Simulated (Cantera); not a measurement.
A closed system holds: 1 mol MgCO3, 2.5 mol CO2, 5.8 mol H2, at 2073.15 K and 5.40 mbar.

Method: chemical equilibrium by Gibbs-energy minimisation in Cantera with the NASA 1993 tables (ideal gas, pure condensed phases). Equilibrium is a limit: real reactors are often held back by kinetics, nucleation or transport.

```
species        before    after
-----------  --------  -------
H2              0.293    0.350
H2O             0.308    0.273
CO              0.303    0.273
CO2            0.0659    0.103
H              0.0194  2.76e-5
Mg(OH)2       2.13e-5  6.98e-9
Mg            0.00733  6.93e-9
MgOH         0.000173    <1e-9
O            0.000110    <1e-9
O2            4.96e-5    <1e-9
MgO           1.53e-5    <1e-9
OH            0.00232  3.87e-7
MgO(s), mol     0.929     1.00
```
Gas species are given as mole fractions.

Problem. What was changed between the two runs?
A) CO2 from 2.5 to 0.044 mol
B) temperature from 2073.15 K to 1375 K
C) H2 from 5.8 to 0.5 mol
D) CO2 from 2.5 to 0.18 mol

Solution. B, temperature from 2073.15 K to 1375 K
